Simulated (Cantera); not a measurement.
## Equilibrium for carbon deposition, reforming and gasification: acetone + H2O + O2

Feed: 1 mol acetone, 0.075 mol H2O, 1.9 mol O2, equilibrated at 3.80 mbar.

Equilibrium computed with Cantera from the NASA thermochemical tables; the gas is ideal and each condensed phase is pure. Candidate condensed phases: C, C6H6, C7H8, C8H18, H2O; 131 gas species. Ions and electrons are included (thermal ionisation). The feed counts by its element totals alone. Kinetics and transport are ignored.

From 2500 K to 5000 K nothing is condensed. The main C-bearing gas is CO throughout.

```csv
T (K),x H,x CO,x O,x H2,x H2O,x CO2,x C,x OH
2500,0.175,0.379,0.0191,0.184,0.155,0.0515,1.82e-12,0.0305
3000,0.498,0.288,0.144,0.0377,0.00408,0.00420,1.19e-9,0.0179
3500,0.553,0.273,0.168,0.00333,2.27e-5,0.000226,5.19e-7,0.00174
4000,0.557,0.272,0.170,0.000464,3.59e-7,2.36e-5,5.77e-5,0.000252
4500,0.556,0.269,0.172,9.84e-5,1.40e-8,4.11e-6,0.00225,5.56e-5
5000,0.540,0.231,0.197,2.67e-5,1.12e-9,9.99e-7,0.0324,1.82e-5
```
x: gas mole fraction; nothing condenses.
